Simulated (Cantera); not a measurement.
An isothermal, constant-pressure homogeneous reactor starts with NO : N₂ = 1 : 5.8 (molar parts), at 2075 K and 0.987 atm.

Detailed kinetics in Cantera: GRI-Mech 3.0 (53 species, 325 reactions).

x: mole fraction; the columns are a selection and need not sum to one.

```tsv
t (s)	x NO	x O	x N₂O	x N₂	x NO₂	x O₂
6.00e-6	0.147	?	2.52e-7	0.853	7.92e-9	2.39e-10
1.64e-5	0.147	?	6.76e-7	0.853	5.31e-8	1.76e-9
4.50e-5	0.147	?	1.75e-6	0.853	3.08e-7	1.29e-8
0.000123	0.147	?	4.17e-6	0.853	1.42e-6	1.00e-7
0.000337	0.147	?	8.02e-6	0.853	5.37e-6	9.47e-7
0.000924	0.147	?	1.07e-5	0.853	1.61e-5	1.11e-5
0.00253	0.147	6.53e-5	1.09e-5	0.853	2.57e-5	9.08e-5
0.00693	0.146	6.96e-5	1.08e-5	0.853	2.74e-5	0.000365
0.0190	0.145	?	1.05e-5	0.854	3.00e-5	0.00113
0.0520	0.140	?	9.88e-6	0.856	3.58e-5	0.00327
0.142	0.128	?	8.22e-6	0.862	4.59e-5	0.00929
0.390	0.0973	?	4.77e-6	0.878	5.25e-5	0.0247
1.07	0.0440	?	1.20e-6	0.904	3.34e-5	0.0513
2.92	0.0101	0.000307	3.82e-7	0.921	8.76e-6	0.0683
8.00	0.00590	0.000311	3.56e-7	0.923	5.22e-6	0.0704
```

Problem. Complete the blanks.

Solution. 
- 6.00e-6, x O: 2.50e-7
- 1.64e-5, x O: 6.66e-7
- 4.50e-5, x O: 1.76e-6
- 0.000123, x O: 4.87e-6
- 0.000337, x O: 1.48e-5
- 0.000924, x O: 4.13e-5
- 0.0190, x O: 7.66e-5
- 0.0520, x O: 9.35e-5
- 0.142, x O: 0.000129
- 0.390, x O: 0.000192
- 1.07, x O: 0.000268
